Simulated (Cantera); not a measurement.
Ti(OiPr)4 + C3H8 (titanium nitride, carbide and oxide coatings)

A closed system holds: 1 mol Ti(OiPr)4, 0.28 mol C3H8, equilibrated at 0.0100 bar.

Equilibrium computed with Cantera from the NASA thermochemical tables; the gas is ideal and each condensed phase is pure. Candidate condensed phases: C, C6H6, C7H8, C8H18, H2O, Ti, TiC, TiO, TiO2, Ti2O3, Ti3O5, Ti4O7; 113 gas species. The feed counts by its element totals alone. TiC: taken at fixed stoichiometry. Condensed phases not in the tables: Magnéli phases beyond Ti4O7. The numbers say what is thermodynamically allowed, not how fast it happens.

At 802 °C the condensed part is C(graphite) + Ti4O7(s). At 902 °C the condensed part is C(graphite) + Ti3O5(s). From 1002 °C to 1802 °C the condensed part is C(graphite) + TiC(s).

```csv
T (°C),log p H2,log p CO,log p H,log p C2H2 (acetylene),log p CH4,n C(graphite),n Ti4O7(s),n Ti3O5(s),n TiC(s)
802,-2.06,-2.89,-8.86,-10.18,-5.47,10.6,0.250,0,0
902,-2.06,-2.87,-7.94,-9.26,-5.84,10.5,0,0.333,0
1002,-2.10,-2.68,-7.18,-8.52,-6.24,7.84,0,0,1.00
1102,-2.10,-2.68,-6.52,-7.85,-6.51,7.84,0,0,1.00
1202,-2.10,-2.68,-5.94,-7.28,-6.74,7.84,0,0,1.00
1302,-2.10,-2.68,-5.43,-6.78,-6.94,7.84,0,0,1.00
1402,-2.10,-2.68,-4.99,-6.34,-7.12,7.84,0,0,1.00
1502,-2.10,-2.68,-4.59,-5.95,-7.28,7.84,0,0,1.00
1602,-2.10,-2.68,-4.24,-5.60,-7.43,7.83,0,0,1.00
1702,-2.11,-2.68,-3.92,-5.30,-7.56,7.82,0,0,1.000
1802,-2.11,-2.68,-3.63,-5.02,-7.68,7.80,0,0,1.000
```
log p: log10 of the partial pressure in bar; n: condensed amount in mol.
